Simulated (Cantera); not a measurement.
Cantera run, input and output.

```python
import numpy as np
import cantera as ct

gas = ct.Solution("gri30.yaml")
gas.TPX = 1600, 10000, {'CH4': 1, 'H2O': 0.55}
inlet = ct.Reservoir(gas, clone=True)

reactor = ct.IdealGasConstPressureReactor(gas, energy="off", clone=False)
exhaust = ct.Reservoir(gas, clone=True)
tau = [0.56, 0.28, 0.14, 0.073, 0.037, 0.019, 0.0095, 0.0048][0]
for a, b in ((inlet, reactor), (reactor, exhaust)):
    ct.MassFlowController(a, b, mdot=lambda t: reactor.mass / tau)
net = ct.ReactorNet([reactor])
show = ['CH4', 'H2O', 'CO', 'H2O2', 'CH3', 'C2H6', 'HCO']

rows = []
print(f"{'tau/s':>10s}{'T/K':>9s}" + "".join(f"{s:>11s}" for s in show))
for tau in [0.56, 0.28, 0.14, 0.073, 0.037, 0.019, 0.0095, 0.0048]:
    net.initial_time = 0.0
    net.advance(30 * tau)
    before = gas.X
    net.advance(40 * tau)
    drift = np.max(np.abs(gas.X - before) / (gas.X + 1e-9))
    rows.append([gas.T, *gas[show].X, drift])
    print(f"{tau:10.3e}{gas.T:9.1f}" + "".join(f"{x:11.3e}" for x in gas[show].X))
```

Result:

```
     tau/s      T/K        CH4        H2O         CO       H2O2        CH3       C2H6        HCO
 5.600e-01   1600.0  2.034e-01  2.453e-01  1.008e-02  1.286e-13  6.750e-04  1.274e-04  1.920e-09
 2.800e-01   1600.0  2.739e-01  2.686e-01  4.942e-03  1.454e-13  8.814e-04  2.274e-04  2.426e-09
 1.400e-01   1600.0  3.528e-01  2.900e-01  2.323e-03  1.652e-13  1.119e-03  3.824e-04  3.069e-09
 7.300e-02   1600.0  4.272e-01  3.083e-01  1.097e-03  1.874e-13  1.356e-03  5.822e-04  3.756e-09
 3.700e-02   1600.0  4.982e-01  3.250e-01  4.792e-04  2.111e-13  1.593e-03  8.266e-04  4.428e-09
 1.900e-02   1600.0  5.561e-01  3.381e-01  2.030e-04  2.250e-13  1.763e-03  1.033e-03  4.742e-09
 9.500e-03   1600.0  6.004e-01  3.474e-01  7.615e-05  2.108e-13  1.790e-03  1.068e-03  4.206e-09
 4.800e-03   1600.0  6.267e-01  3.522e-01  2.310e-05  1.573e-13  1.587e-03  8.179e-04  2.680e-09
```

Computed with Cantera and GRI-Mech 3.0 (53 species, 325 reactions). GRI-Mech 3.0 stops at C3 and has no aromatics, soot or wall deposition, so with more carbon than oxygen in the feed, carbon stays in small species such as C2H2 where larger ones or solid carbon would form.
